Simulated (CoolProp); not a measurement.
R245ca at 298.15 K and 0.0225 MPa is throttled through a valve to 0.00727 MPa with no heat exchange. Each further row changes one setting.

Values from CoolProp's reference Helmholtz-energy equation of state, Zhou 2016.

```csv
case,temperature change (K),final density (kg/m³)
as stated,?,?
outlet pressure 0.00218 MPa,?,?
outlet pressure 0.00945 MPa,?,?
```

Question: What belongs in the gaps?

Answer: 
- as stated, temperature change (K): -0.4
- as stated, final density (kg/m³): 0.395
- outlet pressure 0.00218 MPa, temperature change (K): -0.5
- outlet pressure 0.00218 MPa, final density (kg/m³): 0.118
- outlet pressure 0.00945 MPa, temperature change (K): -0.3
- outlet pressure 0.00945 MPa, final density (kg/m³): 0.513
